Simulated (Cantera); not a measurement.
What does this Cantera script print?

```python
import numpy as np
import cantera as ct

gas_names = """
    O2 B2O2
""".split()
cond_names = """
    B(b) B(L) Pb(cr) Pb(L) PbO(rd) PbO(yw) PbO(L) Sr(a) Sr(b) Sr(L) SrO(s) SrO(L)
""".split()


# ... load() reads the species with a 1 bar reference pressure and builds the phases ...
species = {s.name: s for s in load("nasa_gas.yaml", gas_names) + load("nasa_condensed.yaml", cond_names)}
# Each term lists the table entries of one substance; the one whose range holds T is used.
reactions = {
    '2 B + O2(g) = B2O2(g)':
        [(-2, ['B(b)', 'B(L)']), (-1, ['O2']), (1, ['B2O2'])],
    '2 Pb + O2(g) = 2 PbO':
        [(-2, ['Pb(cr)', 'Pb(L)']), (-1, ['O2']), (2, ['PbO(rd)', 'PbO(yw)', 'PbO(L)'])],
    '2 Sr + O2(g) = 2 SrO':
        [(-2, ['Sr(a)', 'Sr(b)', 'Sr(L)']), (-1, ['O2']), (2, ['SrO(s)', 'SrO(L)'])],
}


def pick(names, T):
    return next(species[n] for n in names if species[n].thermo.min_temp <= T <= species[n].thermo.max_temp)


results = []
for label, terms in reactions.items():
    print(label)
    print("     T/K   dH/kJ  dS/(J/K)   dG/kJ   log10 K")
    for T in [1848, 1873, 1898, 1923, 1948, 1973, 1998]:
        used = [(nu, pick(names, T)) for nu, names in terms]
        dH = sum(nu * s.thermo.h(T) for nu, s in used) / 1e6
        dS = sum(nu * s.thermo.s(T) for nu, s in used) / 1e3
        dG = dH - T * dS / 1e3
        logK = -dG * 1e6 / (ct.gas_constant * T * np.log(10))
        results.append((label, T, dH, dS, dG, logK, [s.name for _, s in used]))
        print(f"{T:8g} {dH:8.1f} {dS:8.1f} {dG:8.1f} {logK:8.2f}")
```

It prints:

```
2 B + O2(g) = B2O2(g)
     T/K   dH/kJ  dS/(J/K)   dG/kJ   log10 K
    1848   -466.0     17.9   -499.2    14.11
    1873   -466.3     17.8   -499.6    13.93
    1898   -466.6     17.6   -500.1    13.76
    1923   -466.9     17.5   -500.5    13.59
    1948   -467.2     17.3   -500.9    13.43
    1973   -467.5     17.2   -501.4    13.27
    1998   -467.8     17.0   -501.8    13.12
2 Pb + O2(g) = 2 PbO
     T/K   dH/kJ  dS/(J/K)   dG/kJ   log10 K
    1848   -355.8   -132.7   -110.5     3.12
    1873   -354.9   -132.3   -107.2     2.99
    1898   -354.0   -131.8   -103.9     2.86
    1923   -353.2   -131.3   -100.6     2.73
    1948   -352.3   -130.9    -97.3     2.61
    1973   -351.4   -130.4    -94.0     2.49
    1998   -350.5   -130.0    -90.8     2.37
2 Sr + O2(g) = 2 SrO
     T/K   dH/kJ  dS/(J/K)   dG/kJ   log10 K
    1848  -1185.0   -201.1   -813.4    22.99
    1873  -1184.7   -200.9   -808.4    22.54
    1898  -1184.3   -200.7   -803.4    22.11
    1923  -1184.0   -200.6   -798.3    21.68
    1948  -1183.7   -200.4   -793.3    21.27
    1973  -1183.3   -200.2   -788.3    20.87
    1998  -1182.9   -200.0   -783.3    20.48
```

Source: NASA polynomial tables (part measured, part estimated), evaluated in Cantera. Condensed species are held in their standard states even where they would react or evaporate.
